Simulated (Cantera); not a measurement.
A freely propagating, adiabatic, planar premixed flame of CH₄ : O₂ : N₂ = 1 : 2 : 7.52 (molar parts), unburnt at 548 K and 1.80 bar; mixture-averaged transport, grid criteria slope 0.08 and curve 0.16, no radiation.

Model: GRI-Mech 3.0 (53 species, 325 reactions), integrated in Cantera. Burning velocities carry a grid error of a few per cent, more on coarse grids.

x: mole fraction of selected species; z is measured from the peak of heat release.

| z (mm) | T (K) | u (m/s) | x CH₄ | x O₂ | x C₂H₆ | x HCO | x HO₂ | x CH₂ |
|---|---|---|---|---|---|---|---|---|
| -0.655 | 548 | 0.913 | 0.0950 | 0.190 | 1.72e-8 | <1e-8 | 5.96e-8 | <1e-8 |
| -0.437 | 550 | 0.917 | 0.0947 | 0.190 | 3.83e-7 | <1e-8 | 8.10e-7 | <1e-8 |
| -0.328 | 558 | 0.933 | 0.0939 | 0.189 | 3.48e-6 | <1e-8 | 4.85e-6 | <1e-8 |
| -0.218 | ? | 1.04 | 0.0895 | 0.184 | 5.14e-5 | <1e-8 | 3.95e-5 | <1e-8 |
| -0.109 | ? | 1.72 | 0.0636 | 0.151 | 0.000715 | 5.95e-7 | 0.000164 | 1.63e-7 |
| -0.0546 | ? | 2.47 | 0.0346 | 0.109 | 0.000896 | 1.36e-5 | 0.000199 | 7.67e-6 |
| 0 | ? | 3.16 | 0.00778 | 0.0604 | 9.05e-5 | 5.15e-5 | 0.000108 | 5.73e-5 |
| 0.0546 | 1984 | 3.44 | 0.000496 | 0.0333 | 3.31e-7 | 1.59e-5 | 2.04e-5 | 1.57e-5 |
| 0.109 | 2036 | 3.51 | 1.60e-5 | 0.0244 | <1e-8 | 8.74e-7 | 1.00e-5 | 7.10e-7 |
| 0.218 | 2097 | 3.59 | 3.71e-8 | 0.0195 | <1e-8 | 6.56e-8 | 7.17e-6 | <1e-8 |
| 0.437 | 2172 | 3.70 | <1e-8 | 0.0162 | <1e-8 | 3.56e-8 | 4.93e-6 | <1e-8 |
| 0.874 | 2247 | 3.81 | <1e-8 | 0.0132 | <1e-8 | 1.74e-8 | 3.17e-6 | <1e-8 |
| 1.75 | 2308 | 3.90 | <1e-8 | 0.0105 | <1e-8 | <1e-8 | 2.09e-6 | <1e-8 |

**Question.** Some entries are withheld; supply them.

**Answer.** 
- -0.218, T (K): 617
- -0.109, T (K): 1011
- -0.0546, T (K): 1432
- 0, T (K): 1824
